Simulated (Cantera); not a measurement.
Cantera run, input and output.

```python
import numpy as np
import cantera as ct

gas = ct.Solution("gri30.yaml")
gas.TPX = 1550, 100000, {'CH4': 1, 'H2O': 1.9, 'H2': 1.5}
reactor = ct.IdealGasConstPressureReactor(gas, energy="off", clone=False)
net = ct.ReactorNet([reactor])
net.rtol, net.atol = 1e-08, 1e-18
show = ['CH4', 'H2O', 'H2', 'O', 'CO', 'CH2O', 'C2H6']
times = np.geomspace(3e-06, 20, 12)

steps = ct.SolutionArray(gas, extra=["t"])
rows = []
print(f"{'t/s':>10s}{'T/K':>9s}{'P/Pa':>11s}" + "".join(f"{s:>11s}" for s in show))
for t in times:
    while net.time < t:
        t_next = net.step()
        steps.append(gas.state, t=t_next)
    rows.append([np.interp(t, steps.t, y) for y in (steps.T, steps.P, *steps(*show).X.T)])
    print(f"{t:10.3e}{rows[-1][0]:9.1f}{rows[-1][1]:11.4g}" + "".join(f"{x:11.3e}" for x in rows[-1][2:]))
rate = np.gradient(steps.T, steps.t)
print("integrator steps:", len(steps.t))
if steps.T.max() > steps.T[0] + 200:
    print(f"time of steepest temperature rise: {steps.t[rate.argmax()]:.4e} s")
gas.TPX = 1550, 100000, {'CH4': 1, 'H2O': 1.9, 'H2': 1.5}
gas.equilibrate("TP")
print(f"equilibrium (TP): T = {gas.T:.1f} K  " + "  ".join(f"{s} {gas[s].X[0]:.3e}" for s in show))
```

Output:

```
       t/s      T/K       P/Pa        CH4        H2O         H2          O         CO       CH2O       C2H6
 3.000e-06   1550.0      1e+05  2.273e-01  4.318e-01  3.409e-01  6.102e-15  3.607e-17  5.386e-13  1.814e-10
 1.252e-05   1550.0      1e+05  2.273e-01  4.318e-01  3.409e-01  8.612e-14  2.617e-14  3.630e-11  1.396e-08
 5.222e-05   1550.0      1e+05  2.272e-01  4.318e-01  3.409e-01  1.296e-12  2.571e-11  2.443e-09  9.459e-07
 2.179e-04   1550.0      1e+05  2.271e-01  4.318e-01  3.410e-01  8.562e-12  1.352e-08  9.488e-08  3.121e-05
 9.090e-04   1550.0      1e+05  2.265e-01  4.317e-01  3.413e-01  1.560e-11  1.010e-06  8.264e-07  1.567e-04
 3.792e-03   1550.0      1e+05  2.241e-01  4.311e-01  3.432e-01  1.789e-11  1.405e-05  1.397e-06  2.041e-04
 1.582e-02   1550.0      1e+05  2.144e-01  4.279e-01  3.521e-01  1.687e-11  7.950e-05  1.320e-06  1.872e-04
 6.601e-02   1550.0      1e+05  1.812e-01  4.158e-01  3.837e-01  1.377e-11  4.946e-04  1.065e-06  1.336e-04
 2.754e-01   1550.0      1e+05  1.116e-01  3.867e-01  4.525e-01  1.001e-11  3.447e-03  6.113e-07  5.488e-05
 1.149e+00   1550.0      1e+05  5.841e-02  3.393e-01  5.237e-01  8.826e-12  1.906e-02  2.902e-07  2.106e-05
 4.794e+00   1550.0      1e+05  4.503e-02  2.623e-01  5.890e-01  8.082e-12  6.185e-02  1.541e-07  1.245e-05
 2.000e+01   1550.0      1e+05  2.606e-02  1.825e-01  6.588e-01  6.878e-12  1.128e-01  7.741e-08  3.864e-06
integrator steps: 1110
equilibrium (TP): T = 1550.0 K  CH4 9.760e-07  H2O 1.310e-01  H2 7.127e-01  O 5.266e-12  CO 1.466e-01  CH2O 4.537e-08  C2H6 5.488e-15
```

Cantera simulation using GRI-Mech 3.0 (53 species, 325 reactions); the numbers are that mechanism's predictions, not measurements.
